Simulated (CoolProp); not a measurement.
Saturated liquid density (kg/m³) of n-undecane: the reference equation beside estimates from Tc = 365.7 °C, pc = 19.90 bar, ω = 0.539. Rackett uses Z = 0.29056 − 0.08775 ω.

Values from CoolProp's reference Helmholtz-energy equation of state, Aleksandrov 2011. It is a short technical equation, of lower accuracy than the large ones.

| T (°C) | reference | Rackett | van der Waals | Soave-Redlich-Kwong | Peng-Robinson |
|---|---|---|---|---|---|
| 195.85 | 599.3 | 634.0 | 324.0 | [?] | [?] |
| 199.75 | 595.7 | 630.0 | 322.1 | 505.7 | 572.4 |
| 203.55 | 592.2 | 626.0 | 320.2 | 502.5 | 568.8 |
| 207.35 | 588.6 | 622.0 | 318.3 | 499.2 | 565.1 |
| 211.25 | 585.0 | 617.8 | 316.3 | 495.7 | 561.3 |
| 215.05 | 581.3 | [?] | 314.4 | [?] | 557.5 |
| 218.95 | [?] | 609.4 | 312.3 | 488.6 | 553.5 |
| 222.75 | 573.8 | 605.2 | 310.3 | 485.0 | 549.5 |
| 226.55 | [?] | 600.9 | 308.2 | [?] | 545.4 |
| 230.45 | 566.1 | 596.5 | 306.1 | 477.4 | 541.1 |
| 234.25 | 562.2 | 592.1 | 304.0 | 473.6 | 536.8 |
| 238.05 | 558.3 | 587.7 | 301.8 | 469.6 | 532.4 |
| 241.95 | [?] | 583.1 | 299.6 | 465.5 | 527.8 |
| 245.75 | 550.2 | 578.5 | 297.3 | 461.4 | 523.2 |

**Question.** What belongs in the gaps?

**Answer.** 
- 195.85, Soave-Redlich-Kwong: 509.0
- 195.85, Peng-Robinson: 575.9
- 215.05, Rackett: 613.7
- 215.05, Soave-Redlich-Kwong: 492.2
- 218.95, reference: 577.5
- 226.55, reference: 570.0
- 226.55, Soave-Redlich-Kwong: 481.3
- 241.95, reference: 554.2

Absolute difference from the reference over all 14 rows, mean and median: Rackett 5.5 and 5.5 %, van der Waals 45.9 and 45.9 %, Soave-Redlich-Kwong 15.5 and 15.4 %, Peng-Robinson 4.3 and 4.2 %.
